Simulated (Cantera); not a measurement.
An adiabatic, constant-volume homogeneous reactor starts with CO : H2 : O2 : N2 : H2O : CO2 = 1 : 1.5 : 0.781 : 8.59 : 2.7 : 0.038 (molar parts), equivalence ratio 1.6, at 1225 K and 6.30 bar.

Detailed kinetics in Cantera: GRI-Mech 3.0 (53 species, 325 reactions). The hydrogen kinetics of GRI-Mech 3.0 are dated; newer H2 mechanisms differ, most at raised pressure.

One state of this run: T (K) = 2138; P (bar) = 10.4; x CO = 0.0309; x H2 = 0.0369; x O2 = 2.98e-6; x H2O2 = 4.23e-9; x H2O = 0.267. x: mole fraction; the columns are a selection and need not sum to one.

Task: Which value of t (s) does it belong to?
A) 0.000171
B) 5.00
C) 1.00e-6
D) 3.08e-5

Result: B, 5.00
